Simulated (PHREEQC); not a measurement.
Solution (25 °C): 1.9 mmol/kgw CuSO4, 0.14 mmol/kgw HNO3 and 1.4 mmol/kgw CO2. Closed to the air; pH follows from the charge balance.

Model: ion-association model, wateq4f.dat, run in PHREEQC.

Precipitation was switched off in this run.

Q: What pH, ionic strength does the model give?

A: pH 3.91; ionic strength 0.00662 mol/kgw.

Q: In which forms is Cu present?

A: Cu+2 85 %, CuSO4 14 % of the Cu.
